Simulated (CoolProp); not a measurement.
Model: reference Helmholtz-energy equation of state, Tillner-Roth 1997, in CoolProp.

Problem. Give the vapour pressure (kPa), enthalpy of vaporisation (kJ/kg), liquid cp (kJ/(kg K)), vapour Z of saturated CH2F2 (R32) at 9.55, 19.45 °C.

Solution. 
```csv
T (°C),p (kPa),enthalpy of vaporisation (kJ/kg),liquid cp (kJ/(kg K)),vapour Z
9.55,1090,300,1.80,0.811
19.45,1450,282,1.88,0.773
```
